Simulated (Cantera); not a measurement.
Input (Python, Cantera) and output of one run.

```python
import numpy as np
import cantera as ct

gas_names = [...]  # 136 gases of nasa_gas.yaml made of C, H, N, O
cond_names = """
    C(gr) C6H6(L) C7H8(L) C8H18(L),n-octa H2O(s) H2O(L)
""".split()


# ... load() reads the species with a 1 bar reference pressure and builds the phases ...
atoms = {
    'C2H4': {'C': 2, 'H': 4},
    'NH3': {'N': 1, 'H': 3},
    'N2': {'N': 2},
    'H2O': {'H': 2, 'O': 1},
}
top_T = {'C(gr)': 4500}  # K; cautious upper limits of use, not melting points


# ... equilibrate(T, P, feed) seeds the gas with the atoms and calls Mixture.equilibrate('TP', solver="vcs", rtol=1e-11, max_steps=5000) ...
results = []
feed = {'C2H4': 1, 'NH3': 0.27, 'N2': 16, 'H2O': 0.16}  # mol
T = 1650  # K
P = 100000  # Pa
mix = equilibrate(T, P, feed)
results.append((T, P, feed, dict(zip(mix.species_names, mix.species_moles))))
print(gas.report(threshold=0.0001))
for i in range(1, mix.n_phases):
    print(f"{mix.phase(i).name:16s} {mix.phase_moles(i):12.5e} mol")
```

It prints:

```
       temperature   1650 K
          pressure   1e+05 Pa
           density   0.17852 kg/m^3
  mean mol. weight   24.49 kg/kmol
   phase of matter   gas

                          1 kg             1 kmol
                     ---------------   ---------------
          enthalpy        1.7363e+06        4.2522e+07  J
   internal energy        1.1761e+06        2.8804e+07  J
           entropy            9819.5        2.4048e+05  J/K
    Gibbs function       -1.4466e+07       -3.5428e+08  J
 heat capacity c_p            1426.3             34931  J/K
 heat capacity c_v            1086.8             26616  J/K

                      mass frac. Y      mole frac. X     chem. pot. / RT
                     ---------------   ---------------   ---------------
                CO          0.009702         0.0084829           -39.892
               HCN         0.0010375        0.00094018           -26.047
                H2           0.01115           0.13545           -20.884
                N2           0.97806           0.85504           -26.467
     [ +132 minor]        5.3363e-05        9.1609e-05

C(gr)             1.82112e+00 mol
```

These are equilibrium values from Cantera (NASA tables, ideal gas, pure condensed phases), not measurements of a reactor.
